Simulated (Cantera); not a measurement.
## Equilibrium for tantalum, niobium, vanadium and zirconium in process gases: Zr + NH3 + H2

Charge: 1 mol Zr, 1.2 mol NH3, a varied amount of H2, held at 0.0100 bar.

Equilibrium computed with Cantera from the NASA thermochemical tables; the gas is ideal and each condensed phase is pure. Candidate condensed phases: Zr, ZrN; 11 gas species. Mutual solubility and eutectic melting of coexisting phases are not modelled. ZrN: taken at fixed stoichiometry. Condensed phases not in the tables: N, O or C dissolved in the metal. The numbers say what is thermodynamically allowed, not how fast it happens.

Stable condensed phases:

```
T in K \ n(H2) in mol
         8.2  16  30  56 110 200 390
   2698    A   A   A   B   B   C   D
   2648    A   A   A   A   B   B   C
   2598    A   A   A   A   A   B   B
   2548    A   A   A   A   A   A   B
   2498    A   A   A   A   A   A   A
   2448    A   A   A   A   A   A   A
   2398    A   A   A   A   A   A   A
   2348    A   A   A   A   A   A   A
   2298    A   A   A   A   A   A   A
```

A: ZrN; B: Zr + ZrN; C: Zr; D: gas only.
